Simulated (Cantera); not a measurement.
A closed system holds: 1 mol S, 0.036 mol SO2, at 1900 °C and 150 bar.

These are equilibrium values from Cantera (NASA tables, ideal gas, pure condensed phases), not measurements of a reactor. Candidate condensed phases: S; 10 gas species. The ideal-gas law is rough above about 30 bar. The numbers say what is thermodynamically allowed, not how fast it happens.

Base state: S2 0.911, SO2 0.0464, S2O 0.0316, SO 0.0105, S 0.000704 (mole fractions); condensed: gas only.

What changes in the equilibrium state with this change: SO2 from 0.036 to 0.14 mol?


```csv
species,before,after
S2,0.911,0.742
SO2,0.0464,0.184
S2O,0.0316,0.0539
SO,0.0105,0.0198
S,0.000704,0.000636
```

What changes in the equilibrium state with this change: temperature from 1900 °C to 1327 °C?


| species | before | after |
|---|---|---|
| S2 | 0.911 | 0.914 |
| SO2 | 0.0464 | 0.0495 |
| S2O | 0.0316 | 0.0356 |
| SO | 0.0105 | 0.000980 |
| S8 | 7.35e-8 | 0.000110 |
| S | 0.000704 | 9.43e-6 |
